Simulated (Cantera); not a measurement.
Input (Python, Cantera) and output of one run.

```python
import numpy as np
import cantera as ct

gas_names = """
    H HO2 H2 H2O H2O2 O OH O2 O3 Ti TiO TiO2
""".split()
cond_names = """
    H2O(s) H2O(L) Ti(a) Ti(b) Ti(L) TiO(a) TiO(b) TiO(L) TiO2(ru) TiO2(L) Ti2O3(a) Ti2O3(b) Ti2O3(L)
    Ti3O5(a) Ti3O5(b) Ti3O5(L) Ti4O7(s) Ti4O7(L)
""".split()


# ... load() reads the species with a 1 bar reference pressure and builds the phases ...
atoms = {
    'Ti': {'Ti': 1},
    'H2O': {'H': 2, 'O': 1},
}
top_T = {}  # K; cautious upper limits of use, not melting points


# ... equilibrate(T, P, feed) seeds the gas with the atoms and calls Mixture.equilibrate('TP', solver="vcs", rtol=1e-11, max_steps=5000) ...
results = []
T = 1598.15  # K
P = 100000  # Pa
for m in [0.65, 0.93, 1.3, 1.9, 2.7, 3.8, 5.4, 7.7, 11]:
    feed = {'Ti': 1, 'H2O': m}  # mol
    mix = equilibrate(T, P, feed)
    results.append((T, P, feed, dict(zip(mix.species_names, mix.species_moles))))

top = {s: max(r[3][s] / sum(r[3][g] for g in gas_names) for r in results) for s in gas_names}
cols = sorted((s for s in top if top[s] > 0.0001), key=lambda s: -top[s])[:6]
seen = [c for c in cond_names if any(r[3].get(c, 0) > 1e-12 for r in results)]
print("log10 of partial pressures in bar; condensed amounts in mol")
print(f"{'n(H2O)':>10s}" + "".join(f"{s[:9]:>10s}" for s in cols + seen))
for T, P, feed, n in results:
    ng = sum(n[g] for g in gas_names)
    print(f"{feed['H2O']:10.4g}" + "".join(f"{np.log10(max(n[s] / ng * P / 1e5, 1e-99)):10.3f}" for s in cols)
          + "".join(f"{n.get(c, 0):10.4g}" for c in seen))
```

It prints:

```
log10 of partial pressures in bar; condensed amounts in mol
    n(H2O)        H2       H2O     Ti(b)    TiO(b)  TiO2(ru)  Ti2O3(b)  Ti4O7(s)
      0.65    -0.000    -7.646      0.35      0.65         0         0         0
      0.93    -0.000    -7.646      0.07      0.93         0         0         0
       1.3    -0.000    -4.713         0    0.4001         0       0.3         0
       1.9    -0.014    -1.513         0         0    0.3669         0    0.1583
       2.7    -0.130    -0.586         0         0         1         0         0
       3.8    -0.279    -0.325         0         0         1         0         0
       5.4    -0.431    -0.201         0         0         1         0         0
       7.7    -0.585    -0.131         0         0         1         0         0
        11    -0.740    -0.087         0         0         1         0         0
```

These are equilibrium values from Cantera (NASA tables, ideal gas, pure condensed phases), not measurements of a reactor. Mutual solubility and eutectic melting of coexisting phases are not modelled. TiO: taken at fixed stoichiometry. Condensed phases not in the tables: Magnéli phases beyond Ti4O7, N, O or C dissolved in the metal. Gases not in the tables: TiO(OH)2.
